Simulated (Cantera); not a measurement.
An isothermal, constant-pressure homogeneous reactor starts with CH4 : N2 = 1 : 3 (molar parts), at 1698 K and 65.0 Pa. Integrator tolerance rtol = 1e-08.

Detailed kinetics in Cantera: GRI-Mech 3.0 (53 species, 325 reactions). GRI-Mech 3.0 stops at C3 and has no aromatics, soot or wall deposition, so with more carbon than oxygen in the feed, carbon stays in small species such as C2H2 where larger ones or solid carbon would form. Radical loss at walls, strong at low pressure, is not modelled.

What does this change do: N2 3 to 1.2 parts?


```csv
quantity,before,after
x(CH4) at 8.00 s,0.0262 (gas-phase equilibrium 3.09e-6),0.0281 (gas-phase equilibrium 8.57e-6)
x(H2) at 8.00 s,0.267 (gas-phase equilibrium 0.298),0.438 (gas-phase equilibrium 0.466)
x(C2H2) at 8.00 s,0.0889 (gas-phase equilibrium 0.0514),0.146 (gas-phase equilibrium 0.103)
x(HCN) at 8.00 s,1.75e-6 (gas-phase equilibrium 0.0969),1.37e-6 (gas-phase equilibrium 0.105)
x(C2H) at 8.00 s,8.57e-7 (gas-phase equilibrium 2.97e-6),1.42e-6 (gas-phase equilibrium 4.78e-6)
x(H) at 8.00 s,0.000467 (gas-phase equilibrium 0.00312),0.000772 (gas-phase equilibrium 0.00390)
x(CH2) at 8.00 s,1.37e-6 (gas-phase equilibrium 7.06e-9),1.47e-6 (gas-phase equilibrium 1.25e-8)
```
